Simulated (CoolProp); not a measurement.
Vapour-liquid equilibrium of propylene (1) + isobutane (2) at 0.0244 MPa; x and y are mole fractions of (1).

The numbers come from the multi-fluid Helmholtz-energy mixture model, Lemmon 2013 and Bücker 2006; pair parameters Bell 2016 in CoolProp.

```tsv
x	bubble temperature, mixture model (°C)	bubble temperature, Raoult's law (°C)	y, mixture model	y, Raoult's law
0.05	-48.1	-46.7	0.267	0.216
0.15	-53.3	-52.6	0.497	0.495
0.25	-56.3	-57.1	0.613	0.660
0.35	-58.7	-60.8	0.699	0.765
0.45	-61.1	-63.8	0.775	0.837
0.55	-63.5	-66.4	0.846	0.888
0.65	-66.2	-68.7	0.906	0.925
0.75	-68.9	-70.6	0.952	0.953
0.85	-71.5	-72.4	0.981	0.975
0.95	-73.8	-74.0	0.996	0.993
```

The largest gap from Raoult's law is +2.9 K in bubble temperature, at x = 0.55. No azeotrope shows between x = 0.05 and 0.95.

The pair parameters rest on a limited set of measurements; away from them the model extrapolates. The gap from Raoult's law changes sign with composition, which may be real or a fault of the pair parameters; it wasn't checked against measurements.
